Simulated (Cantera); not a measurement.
An isothermal plug-flow reactor at 825 K and 1.01 bar (inlet), inlet velocity 0.32 m/s, active area per volume 4000 1/m; feed CO : O2 : N2 : H2O = 0.016 : 0.16 : 0.79 : 0.0092 (molar parts).

Model: Deutschmann's 1995 Pt surface mechanism with GRI-Mech 3.0 gas chemistry, integrated in Cantera. Catalytic surfaces can have several steady states; this one follows from the mechanism file's or the stated starting coverage. Mass transfer to the wall is taken as infinitely fast.

x: gas mole fraction; θ: surface coverage.

```json
[
 {"z (m)": "0.00014", "x CO": "(withheld)", "x O2": "0.158", "x H2O": "0.00950", "x CO2": "0.0148", "θ free Pt": "0.0446", "θ O*": "0.953", "θ OH*": "0.00190"},
 {"z (m)": "0.00031", "x CO": "(withheld)", "x O2": "0.157", "x H2O": "0.00951", "x CO2": "0.0160", "θ free Pt": "0.0418", "θ O*": "0.956", "θ OH*": "0.00184"},
 {"z (m)": "0.00067", "x CO": "(withheld)", "x O2": "0.157", "x H2O": "0.00951", "x CO2": "0.0165", "θ free Pt": "0.0409", "θ O*": "0.957", "θ OH*": "0.00182"},
 {"z (m)": "0.0014", "x CO": "(withheld)", "x O2": "0.157", "x H2O": "0.00951", "x CO2": "0.0165", "θ free Pt": "0.0408", "θ O*": "0.957", "θ OH*": "0.00182"},
 {"z (m)": "0.0031", "x CO": "2.82e-12", "x O2": "0.157", "x H2O": "0.00951", "x CO2": "0.0165", "θ free Pt": "0.0408", "θ O*": "0.957", "θ OH*": "0.00182"},
 {"z (m)": "0.0067", "x CO": "<1e-12", "x O2": "0.157", "x H2O": "0.00951", "x CO2": "0.0165", "θ free Pt": "0.0408", "θ O*": "0.957", "θ OH*": "0.00182"},
 {"z (m)": "0.014", "x CO": "<1e-12", "x O2": "0.157", "x H2O": "0.00951", "x CO2": "0.0165", "θ free Pt": "0.0408", "θ O*": "0.957", "θ OH*": "0.00182"}
]
```

Task: Some entries are withheld; supply them.

Result: 
- 0.00014, x CO: 0.00176
- 0.00031, x CO: 0.000493
- 0.00067, x CO: 4.12e-5
- 0.0014, x CO: 2.89e-7
